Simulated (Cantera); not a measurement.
Input (Python, Cantera) and output of one run.

```python
import numpy as np
import cantera as ct

gas_names = [...]  # 116 gases of nasa_gas.yaml made of C, H, Mg, O
cond_names = """
    C(gr) C6H6(L) C7H8(L) C8H18(L),n-octa H2O(s) H2O(L) Mg(cr) Mg(L) MgCO3(s) MgO(s) MgO(L) MgO2H2(s)
""".split()


# ... load() reads the species with a 1 bar reference pressure and builds the phases ...
atoms = {
    'MgCO3': {'Mg': 1, 'C': 1, 'O': 3},
    'H2O': {'H': 2, 'O': 1},
    'H2': {'H': 2},
}
top_T = {'C(gr)': 4500}  # K; cautious upper limits of use, not melting points


# ... equilibrate(T, P, feed) seeds the gas with the atoms and calls Mixture.equilibrate('TP', solver="vcs", rtol=1e-11, max_steps=5000) ...
results = []
feed = {'MgCO3': 1, 'H2O': 0.064, 'H2': 0.33}  # mol
T = 1873  # K
P = 133.322  # Pa
mix = equilibrate(T, P, feed)
results.append((T, P, feed, dict(zip(mix.species_names, mix.species_moles))))
x = sorted(zip(gas.X, gas.species_names), reverse=True)
print(f"T = {T:g} K  P = {P:g} Pa  gas = {mix.phase_moles(0):.4g} mol")
print("   x: " + "  ".join(f"{s} {v:.3e}" for v, s in x if v > 0.001))
print("   condensed (mol): " + ("  ".join(f"{mix.phase(i).name} {mix.phase_moles(i):.4g}"
      for i in range(1, mix.n_phases) if mix.phase_moles(i) > 1e-12) or "none"))
```

It prints:

```
T = 1873 K  P = 133.322 Pa  gas = 1.399 mol
   x: CO2 5.036e-01  H2O 2.532e-01  CO 2.112e-01  H2 2.587e-02  H 2.843e-03  OH 2.160e-03
   condensed (mol): MgO(s) 0.9997
```

Method: chemical equilibrium by Gibbs-energy minimisation in Cantera with the NASA 1993 tables (ideal gas, pure condensed phases).
